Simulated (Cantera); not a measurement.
Standard-state values (1 bar) from the NASA 1993 polynomials, evaluated with Cantera. Values are per mole of reaction as written; species without (g) are pure solids or liquids, kept so even where they would boil at 1 bar.

a) 1.333 B + O2(g) = 0.6667 B2O3(g)
b) 0.8 V + O2(g) = 0.4 V2O5
c) Zr + O2(g) = ZrO2(g)

**Question.** Order these by ΔG° at 2598 K, most negative first.

**Answer.** a (-478 kJ), c (-327 kJ), b (-243 kJ)
